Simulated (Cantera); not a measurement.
An adiabatic, constant-pressure homogeneous reactor starts with H₂ : O₂ : N₂ = 1 : 0.893 : 3.36 (molar parts), equivalence ratio 0.56, at 1648 K and 1000000 Pa. Integrator tolerance rtol = 1e-08.

Model: GRI-Mech 3.0 (53 species, 325 reactions), integrated in Cantera. The hydrogen kinetics of GRI-Mech 3.0 are dated; newer H2 mechanisms differ, most at raised pressure.

```tsv
quantity	before	after
time of steepest temperature rise	0.947 µs	6.11 µs
temperature at 3.00 s	2777 K	2694 K
equilibrium temperature	2777 K	2694 K
x(H₂) at 3.00 s	0.00469 (gas-phase equilibrium 0.00469)	0.00828 (gas-phase equilibrium 0.00828)
x(O₂) at 3.00 s	0.0683 (gas-phase equilibrium 0.0683)	0.0683 (gas-phase equilibrium 0.0683)
x(NO) at 3.00 s	0.0191 (gas-phase equilibrium 0.0191)	0.0169 (gas-phase equilibrium 0.0169)
x(H₂O) at 3.00 s	0.193 (gas-phase equilibrium 0.193)	0.185 (gas-phase equilibrium 0.185)
x(N₂O) at 3.00 s	3.16e-6 (gas-phase equilibrium 3.16e-6)	1.08e-6 (gas-phase equilibrium 1.08e-6)
x(H₂O₂) at 3.00 s	1.93e-6 (gas-phase equilibrium 1.93e-6)	6.14e-7 (gas-phase equilibrium 6.14e-7)
x(OH) at 3.00 s	0.0186 (gas-phase equilibrium 0.0186)	0.0236 (gas-phase equilibrium 0.0236)
```

Name the change that produced these shifts.
A. initial temperature 1648 to 1673 K
B. pressure from 1000000 Pa to 150000 Pa
C. N2 3.36 to 9.9 parts
D. constant volume in place of constant pressure

B, pressure from 1000000 Pa to 150000 Pa
